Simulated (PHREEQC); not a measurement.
A made-up water analysis in mg/L, 25 °C, pH 8.68, pe 10.4:

| constituent | mg/L |
|---|---|
| Na | 2000 |
| K | 10.1 |
| Ca | 179 |
| Mg | 492 |
| Cl | 3930 |
| S(6) as SO4 | 1210 |
| Alkalinity as HCO3 | 57.1 |
| Zn | 27.8 |
| F | 0.892 |
| Li | 23.4 |
| Cd | 13.1 |

Valence states are taken as typed.

Computed with PHREEQC (ion-association model, phreeqc.dat).

Problem. The ionic strength comes out as 0.159 mol/kgw. What activity coefficients do CaHCO3+, OH-, CdCl+, Ca+2, Cd+2 get?

Solution. CaHCO3+ 0.77, OH- 0.73, CdCl+ 0.76, Ca+2 0.34, Cd+2 0.33.

Precipitation was switched off in this run. The solution is supersaturated, for example in Otavite, Zn(OH)2(e), so a real one may precipitate; this is no full list. Complexes and solids missing from the database can't appear.
